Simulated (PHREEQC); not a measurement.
A made-up water analysis in mg/L, 55 °C, pH 6.29, pe 11.9:

```csv
constituent,mg/L
Na,62.6
K,0.261
Ca,139
Mg,77.7
Cl,448
S(6) as SO4,56.7
Alkalinity as HCO3,108
B,0.0202
Br,1.19
```

Valence states are taken as typed.

Computed with PHREEQC (ion-association model, wateq4f.dat).

### Question
The ionic strength comes out as 0.0219 mol/kgw. What activity coefficients do K+, Ca+2, Na+, Br-, MgHCO3+ get?

### Answer
K+ 0.86, Ca+2 0.56, Na+ 0.86, Br- 0.86, MgHCO3+ 0.86.

No solid was allowed to form. At this temperature some constants are extrapolated from 25 °C, and those without enthalpy data are left unchanged.
